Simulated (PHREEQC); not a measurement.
Dissolve 0.03 mol Pb(NO3)2, 7.2e-05 mol KBr and 0.00091 mol Cu(NO3)2 per kg of water at 25 °C. It is in equilibrium with CO2 at log p = -3.5 (atm). Otherwise closed; pH follows from the charge balance.

Model: ion-association model, wateq4f.dat, run in PHREEQC.

Each row changes one thing in this solution. This is a speciation only: nothing precipitates in the calculation.

| case | pH | ionic strength (mol/kgw) | NO3- (mol/kgw) | Pb+2 (mol/kgw) | PbNO3+ (mol/kgw) | Pb2OH+3 (mol/kgw) | SI of Pb(OH)2 (Pb(OH)2) | SI of Cerrusite (PbCO3) |
|---|---|---|---|---|---|---|---|---|
| as made | 4.66 | 0.0784 | 0.0547 | 0.0228 | 0.00715 | 1.31e-5 | -0.87 | -1.24 |
| Cu(NO3)2 from 0.00091 to 0.00136 mol/kgw | 4.66 | 0.0797 | 0.0555 | 0.0227 | 0.00721 | 1.30e-5 | -0.87 | -1.24 |
| KBr from 7.2e-05 to 3.6e-05 mol/kgw | 4.66 | 0.0784 | 0.0547 | 0.0228 | 0.00716 | 1.31e-5 | -0.87 | -1.24 |
| Cu(NO3)2 from 0.00091 to 0.000819 mol/kgw | 4.66 | 0.0782 | 0.0545 | 0.0228 | 0.00714 | 1.31e-5 | -0.87 | -1.24 |
| KBr left out | 4.66 | 0.0784 | 0.0547 | 0.0228 | 0.00716 | 1.31e-5 | -0.87 | -1.24 |
| diluted 10-fold with water | 5.12 | 0.00894 | 0.00601 | 0.00282 | 0.000169 | 5.11e-7 | -0.62 | -0.99 |
| temperature from 25 to 80 °C | 4.63 | 0.0795 | 0.0552 | 0.0233 | 0.00659 | 1.31e-5 | +0.62 | -2.11 |

Complexes and solids missing from the database can't appear. Some of these states are supersaturated (in Pb(OH)2, for instance). Constants without temperature data keep their 25 °C values here.
